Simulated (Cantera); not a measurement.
# Catalytic combustion on Pt

An isothermal plug-flow reactor at 800 K and 480000 Pa (inlet), inlet velocity 0.95 m/s, active area per volume 1200 1/m; feed CO : O2 : N2 = 0.0077 : 0.019 : 0.79 (molar parts).

Computed with Cantera and Deutschmann's 1995 Pt surface mechanism with GRI-Mech 3.0 gas chemistry. Catalytic surfaces can have several steady states; this one follows from the mechanism file's or the stated starting coverage. Mass transfer to the wall is taken as infinitely fast.

```tsv
z (m)	x CO	x O2	x H2O	x CO2	θ free Pt	θ O*	θ CO*
0.00035	0.00789	0.0225	<1e-12	0.00155	0.0977	0.00812	0.894
0.00062	0.00648	0.0218	<1e-12	0.00297	0.109	0.00990	0.881
0.0011	0.00234	0.0198	<1e-12	0.00712	0.205	0.0370	0.758
0.0019	0.000388	0.0188	<1e-12	0.00908	0.0461	0.953	0.000529
0.0035	0.000120	0.0187	<1e-12	0.00935	0.0404	0.959	0.000125
0.0062	2.20e-5	0.0186	<1e-12	0.00945	0.0388	0.961	2.11e-5
0.011	1.21e-6	0.0186	<1e-12	0.00947	0.0385	0.962	1.14e-6
0.019	9.93e-9	0.0186	<1e-12	0.00947	0.0385	0.962	9.33e-9
0.035	<1e-12	0.0186	<1e-12	0.00947	0.0385	0.962	<1e-12
```
x: gas mole fraction; θ: surface coverage.
